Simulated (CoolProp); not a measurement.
Model: reference Helmholtz-energy equation of state, Lemmon 2006, in CoolProp. It is a short technical equation, of lower accuracy than the large ones.

### Question
Give the vapour pressure (MPa), vapour density (kg/m³), liquid cp (kJ/(kg K)), surface tension (mN/m) of saturated toluene at 397.7 K.

### Answer
```json
[
 {"T (K)": "397.7", "p (MPa)": "0.148", "vapour density (kg/m³)": "4.36", "liquid cp (kJ/(kg K))": "2.06", "surface tension (mN/m)": "16.4"}
]
```

Surface tension comes from a separate correlation (Mulero 2012).
